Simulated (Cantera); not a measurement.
What does this Cantera script print?

```python
import numpy as np
import cantera as ct

gas = ct.Solution("gri30.yaml")
gas.TPX = 650, 120000, {'CH4': 1, 'CO': 0.062, 'O2': 1.85, 'N2': 6.94}
flame = ct.FreeFlame(gas, width=0.035)
flame.set_refine_criteria(ratio=3, slope=0.08, curve=0.16)
flame.transport_model = "mixture-averaged"
flame.solve(loglevel=0, auto=True)
z, T = flame.grid, flame.T
thick = (T[-1] - T[0]) / np.gradient(T, z).max()
show = ['CH4', 'CO', 'O2', 'CO2', 'H2', 'NO']
print(f"laminar burning velocity  {flame.velocity[0] * 100:.3f} cm/s")
print(f"burnt temperature         {T[-1]:.1f} K")
print(f"thermal thickness         {thick * 1e3:.4f} mm")
print(f"grid points               {len(z)}")
z0 = z[flame.heat_release_rate.argmax()]
print(f"{'z/mm':>9s}{'T/K':>9s}{'u/(m/s)':>9s}" + "".join(f"{s:>11s}" for s in show))
rows = []
for k in (-3, -2, -1.5, -1, -0.5, -0.25, 0, 0.25, 0.5, 1, 2, 4, 8):
    zz = z0 + k * thick
    rows.append([k * thick, np.interp(zz, z, T), np.interp(zz, z, flame.velocity),
                 *(np.interp(zz, z, flame.X[gas.species_index(s)]) for s in show)])
    print(f"{rows[-1][0] * 1e3:9.3f}{rows[-1][1]:9.1f}{rows[-1][2]:9.3f}" + "".join(f"{x:11.3e}" for x in rows[-1][3:]))
```

Output:

```
laminar burning velocity  149.210 cm/s
burnt temperature         2418.7 K
thermal thickness         0.2674 mm
grid points               149
     z/mm      T/K  u/(m/s)        CH4         CO         O2        CO2         H2         NO
   -0.802    650.1    1.494  1.014e-01  6.288e-03  1.876e-01  7.815e-08  1.075e-03  2.616e-10
   -0.535    651.5    1.500  1.010e-01  6.300e-03  1.871e-01  1.895e-06  3.282e-03  4.271e-09
   -0.401    657.8    1.519  1.002e-01  6.417e-03  1.862e-01  1.506e-05  6.145e-03  2.582e-08
   -0.267    708.3    1.647  9.602e-02  7.674e-03  1.819e-01  2.071e-04  1.204e-02  2.516e-07
   -0.134   1070.4    2.530  7.016e-02  2.051e-02  1.515e-01  3.408e-03  2.260e-02  2.943e-06
   -0.067   1476.4    3.533  3.928e-02  3.964e-02  1.102e-01  9.932e-03  2.826e-02  7.494e-06
    0.000   1864.1    4.505  1.012e-02  6.034e-02  6.110e-02  2.147e-02  2.955e-02  1.620e-05
    0.067   2037.2    4.930  9.203e-04  6.291e-02  3.093e-02  3.490e-02  2.472e-02  2.834e-05
    0.134   2083.1    5.025  4.256e-05  5.521e-02  1.963e-02  4.578e-02  2.133e-02  3.731e-05
    0.267   2125.5    5.098  1.071e-07  4.577e-02  1.410e-02  5.664e-02  2.049e-02  4.557e-05
    0.535   2179.4    5.203  1.500e-11  4.095e-02  1.158e-02  6.222e-02  2.003e-02  5.471e-05
    1.070   2244.9    5.337  1.876e-15  3.871e-02  9.358e-03  6.493e-02  1.846e-02  7.024e-05
    2.139   2313.6    5.475  1.382e-15  3.626e-02  6.917e-03  6.788e-02  1.643e-02  9.776e-05
```

Cantera simulation using GRI-Mech 3.0 (53 species, 325 reactions); the numbers are that mechanism's predictions, not measurements. Burning velocities carry a grid error of a few per cent, more on coarse grids.
